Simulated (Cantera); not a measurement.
A closed system holds: 1 mol CH3F, 1 mol Si, equilibrated at 1248.15 K and 0.00190 bar.

Equilibrium computed with Cantera from the NASA thermochemical tables; the gas is ideal and each condensed phase is pure. Candidate condensed phases: C, C6H6, C7H8, C8H18, Si, SiC; 113 gas species. The tables' values for SiF3, SiF2 are old estimates; treat these amounts as uncertain. The numbers say what is thermodynamically allowed, not how fast it happens.

Base state: H2 0.852, SiF4 0.138, HF 0.00578, SiF3 0.00285, SiHF3 0.00113, SiF2 5.67e-5, CH4 1.54e-5 (mole fractions); condensed: C(graphite) + SiC(s).

Question: What changes in the equilibrium state with this change: temperature from 1248.15 K to 1075 K?

Answer: 
```csv
species,before,after
H2,0.852,0.856
SiF4,0.138,0.142
HF,0.00578,0.00105
SiF2,5.67e-5,1.18e-6
SiF3,0.00285,0.000322
"C(graphite), mol",0.249,0.250
"SiC(s), mol",0.751,0.750
```
The tables' values for SiF3 are old estimates; treat these amounts as uncertain.
